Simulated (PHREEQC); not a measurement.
A solution holds 0.28 mol NH4F per kg of water, at 81 °C. Closed to the air; pH follows from the charge balance.

Computed with PHREEQC (ion-association model, wateq4f.dat).

Question: The ionic strength comes out as 0.278 mol/kgw. What activity coefficients do NH4+, HF2-, H+, F- get?

Answer: NH4+ 0.71, HF2- 0.65, H+ 0.77, F- 0.65.

No solid was allowed to form. At this temperature some constants are extrapolated from 25 °C, and those without enthalpy data are left unchanged.
